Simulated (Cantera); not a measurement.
Cantera with NASA thermochemical tables; ideal gases at 1 bar, condensed phases pure. Values are per mole of reaction as written; species without (g) are pure solids or liquids, kept so even where they would boil at 1 bar.

2 HF(g) + 2 LiCl(g) = F₂(g) + 2 HCl(g) + 2 Li, with ΔH° = 751.9 kJ and ΔS° = -138.5 J/K at 300 K.

Q: How far is the shortcut ΔG° ≈ ΔH°(300 K) − T·ΔS°(300 K) from the full temperature-dependent value at 575, 650, 725, 800, 875, 950, 1025, 1100, 1175, 1250, 1325 K?

A: 
```json
[
 {"T (K)": "575", "shortcut (kJ)": "831.6", "full (kJ)": "828.2", "difference (kJ)": "3.4", "difference in log10 K": "-0.31", "condensed phases": "Li(l)"},
 {"T (K)": "650", "shortcut (kJ)": "841.9", "full (kJ)": "836.5", "difference (kJ)": "5.4", "difference in log10 K": "-0.44", "condensed phases": "Li(l)"},
 {"T (K)": "725", "shortcut (kJ)": "852.3", "full (kJ)": "844.7", "difference (kJ)": "7.7", "difference in log10 K": "-0.55", "condensed phases": "Li(l)"},
 {"T (K)": "800", "shortcut (kJ)": "862.7", "full (kJ)": "852.7", "difference (kJ)": "10.1", "difference in log10 K": "-0.66", "condensed phases": "Li(l)"},
 {"T (K)": "875", "shortcut (kJ)": "873.1", "full (kJ)": "860.5", "difference (kJ)": "12.6", "difference in log10 K": "-0.75", "condensed phases": "Li(l)"},
 {"T (K)": "950", "shortcut (kJ)": "883.5", "full (kJ)": "868.1", "difference (kJ)": "15.4", "difference in log10 K": "-0.84", "condensed phases": "Li(l)"},
 {"T (K)": "1025", "shortcut (kJ)": "893.9", "full (kJ)": "875.7", "difference (kJ)": "18.2", "difference in log10 K": "-0.93", "condensed phases": "Li(l)"},
 {"T (K)": "1100", "shortcut (kJ)": "904.3", "full (kJ)": "883.1", "difference (kJ)": "21.2", "difference in log10 K": "-1.01", "condensed phases": "Li(l)"},
 {"T (K)": "1175", "shortcut (kJ)": "914.7", "full (kJ)": "890.4", "difference (kJ)": "24.3", "difference in log10 K": "-1.08", "condensed phases": "Li(l)"},
 {"T (K)": "1250", "shortcut (kJ)": "925.0", "full (kJ)": "897.6", "difference (kJ)": "27.5", "difference in log10 K": "-1.15", "condensed phases": "Li(l)"},
 {"T (K)": "1325", "shortcut (kJ)": "935.4", "full (kJ)": "904.7", "difference (kJ)": "30.8", "difference in log10 K": "-1.21", "condensed phases": "Li(l)"}
]
```
The shortcut ignores heat capacities and the phase changes listed.
